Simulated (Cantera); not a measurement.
A closed system holds: 1 mol C2H5OH, 0.01 mol O2, 1.6 mol H2, at 0.0560 bar.

Equilibrium computed with Cantera from the NASA thermochemical tables; the gas is ideal and each condensed phase is pure. Candidate condensed phases: C, C6H6, C7H8, C8H18, H2O; 110 gas species. Kinetics and transport are ignored.

Task: At 1973 K, list the 5 most abundant gas species with their mole fractions, and the condensed phases.

Result: H2 0.813, CO 0.181, H 0.00514, C2H2 (acetylene) 0.000521, CH4 1.69e-5. Condensed: C(graphite).
